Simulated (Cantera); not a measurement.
Feed: 1 mol V, 14 mol NH₃, 1.7 mol H₂, 2.4 mol N₂O, equilibrated at 0.00683 Torr.

Cantera equilibrium calculation (NASA polynomials, part measured and part estimated; ideal gas, pure solids and liquids). Candidate condensed phases: H₂O, V, VN, VO, V₂O₃, V₂O₄, V₂O₅; 28 gas species. Condensed phases not in the tables: the oxides between V₂O₃ and V₂O₅ other than VO₂. Kinetics and transport are ignored.

At 825 K, list the 3 most abundant gas species with their mole fractions, and the condensed phases.

H₂ 0.679, N₂ 0.293, H₂O 0.0280. Condensed: V₂O₃(s).
